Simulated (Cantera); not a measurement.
What does this Cantera script print?

```python
import numpy as np
import cantera as ct

gas = ct.Solution("gri30.yaml")
gas.TPX = 1225, 93, {'C3H8': 1, 'H2': 33, 'N2': 0.95}
inlet = ct.Reservoir(gas, clone=True)

reactor = ct.IdealGasConstPressureReactor(gas, energy="off", clone=False)
exhaust = ct.Reservoir(gas, clone=True)
tau = [6.2, 1.9, 0.61, 0.19, 0.06, 0.019, 0.0058, 0.0018, 0.00057][0]
for a, b in ((inlet, reactor), (reactor, exhaust)):
    ct.MassFlowController(a, b, mdot=lambda t: reactor.mass / tau)
net = ct.ReactorNet([reactor])
show = ['C3H8', 'H2', 'CH4', 'C2H6', 'C2H4', 'C2H']

rows = []
print(f"{'tau/s':>10s}{'T/K':>9s}" + "".join(f"{s:>11s}" for s in show))
for tau in [6.2, 1.9, 0.61, 0.19, 0.06, 0.019, 0.0058, 0.0018, 0.00057]:
    net.initial_time = 0.0
    net.advance(30 * tau)
    before = gas.X
    net.advance(40 * tau)
    drift = np.max(np.abs(gas.X - before) / (gas.X + 1e-9))
    rows.append([gas.T, *gas[show].X, drift])
    print(f"{tau:10.3e}{gas.T:9.1f}" + "".join(f"{x:11.3e}" for x in gas[show].X))
```

Result:

```
     tau/s      T/K       C3H8         H2        CH4       C2H6       C2H4        C2H
 6.200e+00   1225.0  5.026e-04  9.186e-01  2.826e-02  1.047e-05  1.283e-02  5.272e-10
 1.900e+00   1225.0  1.261e-03  9.189e-01  2.747e-02  1.690e-05  1.807e-02  3.884e-10
 6.100e-01   1225.0  2.923e-03  9.201e-01  2.562e-02  2.648e-05  2.063e-02  2.392e-10
 1.900e-01   1225.0  6.959e-03  9.238e-01  2.129e-02  4.489e-05  1.932e-02  9.279e-11
 6.000e-02   1225.0  1.632e-02  9.325e-01  1.173e-02  6.290e-05  1.147e-02  9.645e-12
 1.900e-02   1225.0  2.587e-02  9.415e-01  2.413e-03  3.746e-05  2.538e-03  1.105e-13
 5.800e-03   1225.0  2.827e-02  9.439e-01  2.319e-04  1.216e-05  2.939e-04  3.531e-16
 1.800e-03   1225.0  2.856e-02  9.442e-01  1.870e-05  2.601e-06  3.108e-05  8.325e-19
 5.700e-04   1225.0  2.860e-02  9.442e-01  1.616e-06  3.912e-07  2.896e-06  1.343e-21
```

Computed with Cantera and GRI-Mech 3.0 (53 species, 325 reactions). GRI-Mech 3.0 was tuned for natural gas; its chemistry of propane as a main component is partial and can be far from experiment. GRI-Mech 3.0 stops at C3 and has no aromatics, soot or wall deposition, so with more carbon than oxygen in the feed, carbon stays in small species such as C2H2 where larger ones or solid carbon would form. Radical loss at walls, strong at low pressure, is not modelled.
